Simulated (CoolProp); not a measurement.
The numbers come from the reference Helmholtz-energy equation of state, Thol 2016 in CoolProp.

Q: For hexamethyldisiloxane (MM), give the phase and the Joule-Thomson coefficient (K/MPa) at 458.8 K and 0.101 MPa; 480.1 K and 0.101 MPa; 565.2 K and 0.101 MPa.

A: 
- 458.8 K and 0.101 MPa: gas; Joule-Thomson coefficient 12.7
- 480.1 K and 0.101 MPa: gas; Joule-Thomson coefficient 10.9
- 565.2 K and 0.101 MPa: gas; Joule-Thomson coefficient 6.79
